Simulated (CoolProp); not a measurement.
CH3F (R41) along the isotherm 89.35 °C: density (kg/m³) from the reference equation and from simpler models built on Tc = 44.1 °C, pc = 5.906 MPa, ω = 0.200; each cubic takes its own stable root.

The numbers come from the reference Helmholtz-energy equation of state, Lemmon 2006 in CoolProp. It is a short technical equation, of lower accuracy than the large ones.

| p (MPa) | phase | reference |
|---|---|---|
| 1.64 | gas | 19.95 |
| 3.28 | gas | 43.42 |
| 4.92 | gas | 71.79 |
| 6.56 | supercritical | 107.3 |
| 8.2 | supercritical | 153.4 |
| 9.84 | supercritical | 214.0 |
| 11.5 | supercritical | 286.7 |
| 13.1 | supercritical | 350.6 |
| 14.8 | supercritical | 401.2 |

Q: How far does each simpler model (ideal gas, van der Waals, Soave-Redlich-Kwong) lie from the reference over these 9 states: mean and median of the absolute difference, and the worst?

A: 
- ideal gas: mean 37.1 %, median 39.6 %, worst -58.3 % at 89.35 °C and 14.8 MPa
- van der Waals: mean 6.6 %, median 3.7 %, worst -22.3 % at 89.35 °C and 14.8 MPa
- Soave-Redlich-Kwong: mean 10.5 %, median 8.2 %, worst -22.6 % at 89.35 °C and 14.8 MPa
